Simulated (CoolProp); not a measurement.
The fluid at 293.15 K and 0.456 MPa flows at 1.5 m/s in a round tube of 6 mm bore and 1.5 µm roughness, fully developed (64/Re and Nu = 3.66 if laminar; Colebrook and Gnielinski if turbulent). The same conditions are run with several fluids, on thermodynamics alone (safety and materials aside).

Computed with CoolProp (reference Helmholtz-energy equation of state of each fluid (R22: Kamei 1995; CF4 (R14): Platzer 1990; C2F6 (R116): Lemmon 2006; R507A: Lemmon 2003; R407C: Lemmon 2003)). The equations of Platzer and Polt are older, rougher fits. Blends and air are pseudo-pure fits.

Question: Rank R22, CF4 (R14), C2F6 (R116), R507A, R407C by Reynolds number, highest first.

Answer: C2F6 (R116) (17700), R507A (15100), R407C (13100), R22 (11600), CF4 (R14) (8780)

```
fluid        Darcy friction factor  pressure drop (Pa/m)  heat-transfer coefficient (W/(m² K))  mass flow (kg/h)
-----------  ---------------------  --------------------  ------------------------------------  ----------------
R22                         0.0301                  98.7                                  69.8              2.67
CF4 (R14)                   0.0323                   102                                  72.6              2.56
C2F6 (R116)                 0.0272                   139                                   118              4.16
R507A                       0.0282                   107                                   102              3.08
R407C                       0.0292                  96.2                                  89.2              2.68
```

Transport values come from each fluid's own correlations; those of R22, CF4 (R14), C2F6 (R116) are estimates that may be off by 10 % or more.
